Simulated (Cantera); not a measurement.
Cantera run:

```python
import numpy as np
import cantera as ct

gas_names = """
    C CH CH2 CH3 CH2OH CH3O CH4 CH3OH CO CO2 COOH C2 C2H CHCO,ketyl C2H2,acetylene C2H2,vinylidene
    CH2CO,ketene C2H3,vinyl CH3CO,acetyl C2H4 C2H4O,ethylen CH3CHO,ethanal CH3COOH (HCOOH)2 C2H5 C2H6
    CH3OCH3 C2H5OH C2O C3 C3H3,propargyl C3H4,allene C3H4,propyne C3H4,cyclo- C3H5,allyl C3H6,propylene
    C3H6,cyclo- C3H6O C3H7,n-propyl C3H7,i-propyl C3H8 C3H8O,1propanol C3H8O,2propanol C3O2 C4 C4H2
    C4H4,1,3-cyclo- C4H6,butadiene C4H6,2-butyne C4H6,cyclo- C4H8,1-butene C4H8,cis2-buten
    C4H8,tr2-butene C4H8,isobutene C4H8,cyclo- (CH3COOH)2 C4H9,n-butyl C4H9,i-butyl C4H9,s-butyl
    C4H9,t-butyl C4H10,isobutane C4H10,n-butane C5 C5H6,1,3cyclo- C5H8,cyclo- C5H10,1-pentene
    C5H10,cyclo- C5H11,pentyl C5H11,t-pentyl C5H12,n-pentane C5H12,i-pentane CH3C(CH3)2CH3 C6H2
    C6H5,phenyl C6H5O,phenoxy C6H6 C6H5OH,phenol C6H10,cyclo- C6H12,1-hexene C6H12,cyclo- C6H13,n-hexyl
    C7H7,benzyl C7H8 C7H8O,cresol C7H14,1-heptene C7H15,n-heptyl C7H16,n-heptane C8H8,styrene
    C8H10,ethylbenz C8H16,1-octene C8H17,n-octyl C8H18,isooctane C8H18,n-octane C9H19,n-nonyl
    C10H8,naphthale C10H21,n-decyl C12H9,o-bipheny C12H10,bipheny H HCO HO2 H2 HCHO,formaldehy HCOOH H2O
    H2O2 O OH O2 O3 Pb PbO Pb2
""".split()
cond_names = """
    C(gr) C6H6(L) C7H8(L) C8H18(L),n-octa H2O(s) H2O(L) Pb(cr) Pb(L) PbO(rd) PbO(yw) PbO(L) PbO2(s)
    Pb3O4(s)
""".split()


def load(file, names, dense=False):
    # The tables refer to 1 bar. Condensed volumes are neglected.
    table = {s.name: s for s in ct.Species.list_from_file(file)}
    out = []
    for n in names:
        d = dict(table[n].input_data)
        d["thermo"] = dict(d["thermo"], **{"reference-pressure": 1e5})
        if dense:
            d["equation-of-state"] = {"model": "constant-volume", "density": "1e6 g/cm^3"}
        out.append(ct.Species.from_dict(d))
    return out


gas = ct.Solution(thermo="ideal-gas", species=load("nasa_gas.yaml", gas_names))
cond = {s.name: ct.Solution(thermo="fixed-stoichiometry", species=[s], name=s.name)
        for s in load("nasa_condensed.yaml", cond_names, dense=True)}
atoms = {
    'Pb': {'Pb': 1},
    'O2': {'O': 2},
    'H2': {'H': 2},
    'CO': {'C': 1, 'O': 1},
}
top_T = {'C(gr)': 4500, 'Pb3O4(s)': 820}  # K; cautious upper limits of use, not melting points


def equilibrate(T, P, feed):
    n = {}
    for name, mol in feed.items():
        for a, k in atoms[name].items():
            n[a] = n.get(a, 0.0) + k * mol
    gas.TPX = T, P, n
    mass = sum(n.values()) * gas.mean_molecular_weight
    gas.equilibrate("TP")
    valid = [c for c in cond.values() if c.min_temp <= T <= top_T.get(c.name, c.max_temp)]
    mix = ct.Mixture([(gas, mass / gas.mean_molecular_weight)] + [(c, 0.0) for c in valid])
    mix.T, mix.P = T, P
    mix.equilibrate("TP", solver="vcs", rtol=1e-11, max_steps=5000)
    return mix


results = []
feed = {'Pb': 1, 'O2': 0.32, 'H2': 61, 'CO': 0.54}  # mol
for P in [10, 52, 270, 1400, 7200, 37000, 190000, 1000000]:
    for T in [1123, 1173, 1223, 1273, 1323, 1373, 1423, 1473, 1523, 1573]:
        mix = equilibrate(T, P, feed)
        results.append((T, P, feed, dict(zip(mix.species_names, mix.species_moles))))

for T, P, feed, n in results:
    print(f"{T:7g} {P:10.4g}  " + (" + ".join(c for c in cond_names if n.get(c, 0) > 1e-12) or "gas only"))
```

It prints:

```
   1123         10  gas only
   1173         10  gas only
   1223         10  gas only
   1273         10  gas only
   1323         10  gas only
   1373         10  gas only
   1423         10  gas only
   1473         10  gas only
   1523         10  gas only
   1573         10  gas only
   1123         52  gas only
   1173         52  gas only
   1223         52  gas only
   1273         52  gas only
   1323         52  gas only
   1373         52  gas only
   1423         52  gas only
   1473         52  gas only
   1523         52  gas only
   1573         52  gas only
   1123        270  gas only
   1173        270  gas only
   1223        270  gas only
   1273        270  gas only
   1323        270  gas only
   1373        270  gas only
   1423        270  gas only
   1473        270  gas only
   1523        270  gas only
   1573        270  gas only
   1123       1400  Pb(L)
   1173       1400  gas only
   1223       1400  gas only
   1273       1400  gas only
   1323       1400  gas only
   1373       1400  gas only
   1423       1400  gas only
   1473       1400  gas only
   1523       1400  gas only
   1573       1400  gas only
   1123       7200  Pb(L)
   1173       7200  Pb(L)
   1223       7200  Pb(L)
   1273       7200  gas only
   1323       7200  gas only
   1373       7200  gas only
   1423       7200  gas only
   1473       7200  gas only
   1523       7200  gas only
   1573       7200  gas only
   1123    3.7e+04  Pb(L)
   1173    3.7e+04  Pb(L)
   1223    3.7e+04  Pb(L)
   1273    3.7e+04  Pb(L)
   1323    3.7e+04  Pb(L)
   1373    3.7e+04  gas only
   1423    3.7e+04  gas only
   1473    3.7e+04  gas only
   1523    3.7e+04  gas only
   1573    3.7e+04  gas only
   1123    1.9e+05  Pb(L)
   1173    1.9e+05  Pb(L)
   1223    1.9e+05  Pb(L)
   1273    1.9e+05  Pb(L)
   1323    1.9e+05  Pb(L)
   1373    1.9e+05  Pb(L)
   1423    1.9e+05  Pb(L)
   1473    1.9e+05  Pb(L)
   1523    1.9e+05  gas only
   1573    1.9e+05  gas only
   1123      1e+06  Pb(L)
   1173      1e+06  Pb(L)
   1223      1e+06  Pb(L)
   1273      1e+06  Pb(L)
   1323      1e+06  Pb(L)
   1373      1e+06  Pb(L)
   1423      1e+06  Pb(L)
   1473      1e+06  Pb(L)
   1523      1e+06  Pb(L)
   1573      1e+06  Pb(L)
```

Cantera equilibrium calculation (NASA polynomials, part measured and part estimated; ideal gas, pure solids and liquids).
